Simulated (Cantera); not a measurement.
Input: 1 mol SiO2, 99 mol HCl, 16 mol O2, at 0.0113 Torr.

Equilibrium computed with Cantera from the NASA thermochemical tables; the gas is ideal and each condensed phase is pure. Candidate condensed phases: H2O, Si, SiO2; 30 gas species. The tables hold silica as quartz up to 1696 K and as liquid above; real silica turns to tridymite and cristobalite and melts near 1996 K. Rates play no part. All values below are at 975 °C.

Base state: HCl 0.764, O2 0.116, Cl 0.0780, H2O 0.0405, Cl2 0.00156, OH 4.95e-5 (mole fractions); condensed: SiO2(β-quartz).

**Question.** What changes in the equilibrium state with this change: pressure from 0.0113 Torr to 82.5 Torr?

**Answer.** 
```tsv
species	before	after
HCl	0.764	0.745
O2	0.116	0.108
H2O	0.0405	0.0720
Cl	0.0780	0.00606
Cl2	0.00156	0.0689
HOCl	2.45e-7	1.97e-5
OH	4.95e-5	6.99e-6
ClO	3.71e-6	2.37e-5
SiO2(β-quartz), mol	1.00	1.00
```
